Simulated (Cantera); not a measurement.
Input (Python, Cantera) and output of one run.

```python
import numpy as np
import cantera as ct

gas_names = """
    H HO2 H2 H2O H2O2 O OH O2 O3 P PH PH3 PO PO2 P2 P4 P4O10
""".split()
cond_names = """
    H2O(s) H2O(L) P(cr) P(L) P4O10(s)
""".split()


# ... load() reads the species with a 1 bar reference pressure and builds the phases ...
atoms = {
    'PH3': {'P': 1, 'H': 3},
    'H2': {'H': 2},
    'O2': {'O': 2},
}
top_T = {'P4O10(s)': 690}  # K; cautious upper limits of use, not melting points


# ... equilibrate(T, P, feed) seeds the gas with the atoms and calls Mixture.equilibrate('TP', solver="vcs", rtol=1e-11, max_steps=5000) ...
results = []
T = 2748  # K
P = 2400000  # Pa
for m in [0.11, 0.16, 0.23, 0.34, 0.49, 0.71, 1, 1.5, 2.2, 3.1, 4.5, 6.5]:
    feed = {'PH3': 1, 'H2': 0.086, 'O2': m}  # mol
    mix = equilibrate(T, P, feed)
    results.append((T, P, feed, dict(zip(mix.species_names, mix.species_moles))))
    x = sorted(zip(gas.X, gas.species_names), reverse=True)
    print(f"T = {T:g} K  P = {P:g} Pa  n(O2) = {m:g} mol  gas = {mix.phase_moles(0):.4g} mol")
    print("   x: " + "  ".join(f"{s} {v:.3e}" for v, s in x if v > 1e-05))
    print("   condensed (mol): " + ("  ".join(f"{mix.phase(i).name} {mix.phase_moles(i):.4g}"
          for i in range(1, mix.n_phases) if mix.phase_moles(i) > 1e-12) or "none"))
```

It prints:

```
T = 2748 K  P = 2.4e+06 Pa  n(O2) = 0.11 mol  gas = 2.149 mol
   x: H2 6.770e-01  P2 2.057e-01  H2O 5.309e-02  PO 4.325e-02  H 1.141e-02  PH 3.305e-03  PO2 2.900e-03  P 2.285e-03  P4 4.560e-04  PH3 3.466e-04  OH 2.397e-04
   condensed (mol): none
T = 2748 K  P = 2.4e+06 Pa  n(O2) = 0.16 mol  gas = 2.172 mol
   x: H2 6.483e-01  P2 1.931e-01  H2O 7.405e-02  PO 6.101e-02  H 1.116e-02  PO2 5.959e-03  PH 3.133e-03  P 2.214e-03  P4 4.016e-04  OH 3.417e-04  PH3 3.147e-04
   condensed (mol): none
T = 2748 K  P = 2.4e+06 Pa  n(O2) = 0.23 mol  gas = 2.205 mol
   x: H2 6.111e-01  P2 1.756e-01  H2O 1.006e-01  PO 8.388e-02  PO2 1.181e-02  H 1.084e-02  PH 2.901e-03  P 2.111e-03  OH 4.782e-04  P4 3.322e-04  PH3 2.747e-04
   condensed (mol): none
T = 2748 K  P = 2.4e+06 Pa  n(O2) = 0.34 mol  gas = 2.257 mol
   x: H2 5.585e-01  P2 1.490e-01  H2O 1.371e-01  PO 1.152e-01  PO2 2.418e-02  H 1.036e-02  PH 2.555e-03  P 1.945e-03  OH 6.815e-04  P4 2.392e-04  PH3 2.211e-04
   condensed (mol): none
T = 2748 K  P = 2.4e+06 Pa  n(O2) = 0.49 mol  gas = 2.327 mol
   x: H2 4.959e-01  H2O 1.791e-01  PO 1.490e-01  P2 1.151e-01  PO2 4.604e-02  H 9.761e-03  PH 2.116e-03  P 1.709e-03  OH 9.452e-04  PH3 1.625e-04  P4 1.427e-04  O 1.178e-05
   condensed (mol): none
T = 2748 K  P = 2.4e+06 Pa  n(O2) = 0.71 mol  gas = 2.423 mol
   x: H2 4.166e-01  H2O 2.319e-01  PO 1.808e-01  PO2 8.603e-02  P2 7.137e-02  H 8.948e-03  PH 1.527e-03  P 1.346e-03  OH 1.335e-03  PH3 9.857e-05  P4 5.487e-05  O 1.815e-05
   condensed (mol): none
T = 2748 K  P = 2.4e+06 Pa  n(O2) = 1 mol  gas = 2.528 mol
   x: H2 3.218e-01  H2O 3.003e-01  PO 1.884e-01  PO2 1.503e-01  P2 2.759e-02  H 7.864e-03  OH 1.966e-03  P 8.369e-04  PH 8.346e-04  PH3 4.161e-05  O 3.042e-05  O2 1.142e-05
   condensed (mol): none
T = 2748 K  P = 2.4e+06 Pa  n(O2) = 1.5 mol  gas = 2.598 mol
   x: H2O 4.749e-01  PO2 2.905e-01  H2 1.305e-01  PO 9.331e-02  H 5.007e-03  OH 4.885e-03  P2 4.445e-04  O2 1.740e-04  O 1.187e-04  P 1.062e-04  PH 6.744e-05
   condensed (mol): none
T = 2748 K  P = 2.4e+06 Pa  n(O2) = 2.2 mol  gas = 3.034 mol
   x: H2O 5.041e-01  PO2 3.258e-01  O2 1.306e-01  OH 2.634e-02  H2 5.054e-03  PO 3.820e-03  O 3.252e-03  H 9.855e-04  HO2 8.978e-05  H2O2 1.046e-05
   condensed (mol): none
T = 2748 K  P = 2.4e+06 Pa  n(O2) = 3.1 mol  gas = 3.942 mol
   x: H2O 3.850e-01  O2 3.240e-01  PO2 2.518e-01  OH 2.890e-02  O 5.122e-03  H2 2.451e-03  PO 1.874e-03  H 6.862e-04  HO2 1.551e-04  H2O2 1.259e-05
   condensed (mol): none
T = 2748 K  P = 2.4e+06 Pa  n(O2) = 4.5 mol  gas = 5.355 mol
   x: O2 4.967e-01  H2O 2.806e-01  PO2 1.856e-01  OH 2.745e-02  O 6.342e-03  H2 1.443e-03  PO 1.116e-03  H 5.265e-04  HO2 1.825e-04  H2O2 1.136e-05
   condensed (mol): none
T = 2748 K  P = 2.4e+06 Pa  n(O2) = 6.5 mol  gas = 7.373 mol
   x: O2 6.295e-01  H2O 2.015e-01  PO2 1.349e-01  OH 2.468e-02  O 7.140e-03  H2 9.204e-04  PO 7.204e-04  H 4.205e-04  HO2 1.847e-04
   condensed (mol): none
```

Method: chemical equilibrium by Gibbs-energy minimisation in Cantera with the NASA 1993 tables (ideal gas, pure condensed phases). Gases not in the tables: HPO2, HPO3 and P4O6.
